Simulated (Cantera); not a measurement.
# Adiabatic ignition

An adiabatic, constant-volume homogeneous reactor starts with CO : H2 : CH4 : O2 : N2 = 1 : 0.65 : 0.1 : 2.18 : 8.2 (molar parts), equivalence ratio 0.47, at 1550 K and 100000 Pa.

Computed with Cantera and GRI-Mech 3.0 (53 species, 325 reactions).

```csv
t (s),T (K),P (bar),x CO,x H2,x CH4,x CH3,x O
6.00e-6,1550,1.00,0.0824,0.0536,0.00824,3.27e-6,2.81e-6
1.59e-5,1558,1.01,0.0823,0.0504,0.00724,0.000573,0.000741
4.21e-5,2022,1.29,0.0437,0.00606,<1e-12,<1e-12,0.0307
0.000111,2422,1.51,0.0284,0.00396,<1e-12,<1e-12,0.0173
0.000295,2649,1.62,0.0180,0.00221,<1e-12,<1e-12,0.00877
0.000781,2667,1.63,0.0166,0.00202,<1e-12,<1e-12,0.00786
0.00207,2659,1.63,0.0163,0.00199,<1e-12,<1e-12,0.00748
0.00548,2650,1.62,0.0159,0.00196,<1e-12,<1e-12,0.00707
0.0145,2647,1.62,0.0158,0.00194,<1e-12,<1e-12,0.00694
0.0384,2647,1.62,0.0158,0.00194,<1e-12,<1e-12,0.00694
0.102,2647,1.62,0.0158,0.00194,<1e-12,<1e-12,0.00694
0.269,2647,1.62,0.0158,0.00194,<1e-12,<1e-12,0.00694
0.713,2647,1.62,0.0158,0.00194,<1e-12,<1e-12,0.00694
1.89,2647,1.62,0.0158,0.00194,<1e-12,<1e-12,0.00694
5.00,2647,1.62,0.0158,0.00194,<1e-12,<1e-12,0.00694
```
x: mole fraction; the columns are a selection and need not sum to one.

```yaml
time_of_steepest_temperature_rise: 19.9 µs
temperature at 5.00 s: 2647 K
equilibrium_temperature: 2647 K
x(CO) at 5.00 s: 0.0158 (gas-phase equilibrium 0.0158)
x(H2) at 5.00 s: 0.00194 (gas-phase equilibrium 0.00194)
x(CH4) at 5.00 s: <1e-12 (gas-phase equilibrium <1e-12)
```
